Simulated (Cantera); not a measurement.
Cantera run:

```python
import numpy as np
import cantera as ct

gas_names = [...]  # 136 gases of nasa_gas.yaml made of C, H, N, O
cond_names = """
    C(gr) C6H6(L) C7H8(L) C8H18(L),n-octa H2O(s) H2O(L)
""".split()


# ... load() reads the species with a 1 bar reference pressure and builds the phases ...
atoms = {
    'C3H8': {'C': 3, 'H': 8},
    'H2O': {'H': 2, 'O': 1},
    'N2': {'N': 2},
    'O2': {'O': 2},
}
top_T = {'C(gr)': 4500}  # K; cautious upper limits of use, not melting points


# ... equilibrate(T, P, feed) seeds the gas with the atoms and calls Mixture.equilibrate('TP', solver="vcs", rtol=1e-11, max_steps=5000) ...
results = []
feed = {'C3H8': 1, 'H2O': 0.51, 'N2': 15, 'O2': 0.014}  # mol
T = 2700  # K
P = 133.322  # Pa
mix = equilibrate(T, P, feed)
results.append((T, P, feed, dict(zip(mix.species_names, mix.species_moles))))
print(gas.report(threshold=0.0001))
for i in range(1, mix.n_phases):
    print(f"{mix.phase(i).name:16s} {mix.phase_moles(i):12.5e} mol")
```

Output:

```
       temperature   2700 K
          pressure   133.32 Pa
           density   0.00011469 kg/m^3
  mean mol. weight   19.312 kg/kmol
   phase of matter   gas

                          1 kg             1 kmol
                     ---------------   ---------------
          enthalpy         7.726e+06        1.4921e+08  J
   internal energy        6.5636e+06        1.2676e+08  J
           entropy             15367        2.9677e+05  J/K
    Gibbs function       -3.3765e+07       -6.5207e+08  J
 heat capacity c_p            1702.5             32879  J/K
 heat capacity c_v              1272             24565  J/K

                      mass frac. Y      mole frac. X     chem. pot. / RT
                     ---------------   ---------------   ---------------
                 C        0.00098842         0.0015893           -3.4442
                CN          0.013864          0.010291           -20.994
                CO          0.032744          0.022576           -44.101
                C2        0.00078612        0.00063198           -6.8883
               C2H        0.00093629         0.0007224           -22.122
    C2H2,acetylene         0.0010936        0.00081112           -37.356
              C2N2         0.0003905        0.00014493           -41.989
                C3          0.012316         0.0066006           -10.333
                 H          0.015065           0.28862           -15.234
               HCN          0.022883          0.016352           -36.228
               HNC         0.0033146         0.0023685           -36.228
                H2         0.0035909          0.034399           -30.468
                N2           0.89179           0.61478             -35.1
     [ +123 minor]        0.00023271        0.00011525

C(gr)             1.14319e+00 mol
```

Equilibrium computed with Cantera from the NASA thermochemical tables; the gas is ideal and each condensed phase is pure.
